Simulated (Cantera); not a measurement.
## Equilibrium for metals in furnace atmospheres: Al + O2 + CO + NH3

Feed: 1 mol Al, 0.0011 mol O2, 40 mol CO, 1.2 mol NH3, at 36.0 Pa.

Method: chemical equilibrium by Gibbs-energy minimisation in Cantera with the NASA 1993 tables (ideal gas, pure condensed phases). Candidate condensed phases: Al, AlN, Al2O3, C, C6H6, C7H8, C8H18, H2O; 148 gas species. Equilibrium is a limit: real reactors are often held back by kinetics, nucleation or transport.

```tsv
T (K)	log p CO	log p CO2	log p H2	log p N2	log p H2O	log p Al	log p H	n Al2O3(s)	n C(graphite)	n AlN(s)
675	-3.89	-3.70	-4.66	-5.08	-5.55	<-15	<-15	0.500	16.2	0
775	-3.50	-4.65	-4.78	-5.25	-6.63	<-15	-14.39	0.500	3.94	0
875	-3.47	-5.91	-4.80	-5.28	-7.66	<-15	-12.70	0.500	1.64	0
975	-3.47	-6.96	-4.80	-5.28	-8.49	<-15	-11.34	0.500	1.51	0
1075	-3.47	-7.81	-4.80	-5.28	-9.17	<-15	-10.23	0.500	1.50	0
1175	-3.47	-8.51	-4.80	-5.28	-9.73	<-15	-9.31	0.500	1.50	0
1275	-3.47	-9.09	-4.80	-5.28	-10.20	-13.81	-8.53	0.500	1.50	0
1375	-3.47	-9.59	-4.80	-5.28	-10.61	-10.88	-7.87	0.500	1.50	0
1475	-3.47	-10.02	-4.80	-5.28	-10.96	-8.35	-7.29	0.500	1.50	0
1575	-3.47	-10.38	-4.81	-5.89	-11.27	-6.21	-6.79	0	0.0116	0.898
```
log p: log10 of the partial pressure in bar; n: condensed amount in mol.

From 675 K to 1475 K the condensed part is Al2O3(s) + C(graphite). At 1575 K the condensed part is AlN(s) + C(graphite).
